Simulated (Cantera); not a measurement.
Gas-phase reforming

An isothermal, constant-pressure homogeneous reactor starts with CH₄ : H₂O = 1 : 2.2 (molar parts), at 1273 K and 7500 Torr.

Model: GRI-Mech 3.0 (53 species, 325 reactions), integrated in Cantera.

```tsv
t (s)	x CH₄	x H₂O	x CO₂	x H₂O₂	x H	x O₂
0.000100	0.312	0.688	<1e-12	<1e-12	9.81e-11	<1e-12
0.000389	0.312	0.687	<1e-12	<1e-12	1.01e-10	<1e-12
0.00152	0.312	0.687	<1e-12	<1e-12	1.04e-10	<1e-12
0.00590	0.312	0.687	<1e-12	<1e-12	1.12e-10	<1e-12
0.0230	0.312	0.687	6.94e-12	<1e-12	1.46e-10	<1e-12
0.0894	0.312	0.687	9.81e-10	<1e-12	3.19e-10	<1e-12
0.348	0.310	0.687	8.44e-8	<1e-12	1.18e-9	<1e-12
1.36	0.302	0.684	2.62e-6	<1e-12	4.81e-9	<1e-12
5.28	0.277	0.673	8.60e-5	<1e-12	1.88e-8	<1e-12
20.5	0.243	0.653	0.00243	<1e-12	6.09e-8	<1e-12
80.0	0.248	0.626	0.0118	<1e-12	6.94e-8	<1e-12
```
x: mole fraction; the columns are a selection and need not sum to one.

Equilibrium at this temperature and pressure: CH₄ 0.00191, H₂O 0.202, CO₂ 0.0320, H₂O₂ <1e-12, H 1.77e-7, O₂ <1e-12 (gas phase only).
